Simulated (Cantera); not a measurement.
# Chlorosilane synthesis and conversion: SiCl₄ + HCl + H₂

Input: 1 mol SiCl₄, 1.7 mol HCl, 0.32 mol H₂, at 673.15 K and 13300 Pa.

Method: chemical equilibrium by Gibbs-energy minimisation in Cantera with the NASA 1993 tables (ideal gas, pure condensed phases). Candidate condensed phases: Si; 19 gas species. Equilibrium is a limit: real reactors are often held back by kinetics, nucleation or transport.

| Quantity | Value |
|---|---|
| x(HCl) | 0.563 |
| x(SiCl₄) | 0.331 |
| x(H₂) | 0.106 |
| x(SiHCl₃) | 7.90e-6 |
| gas amount | 3.020 mol |
| log10 activity of Si(s) (absent) | -14.45 |
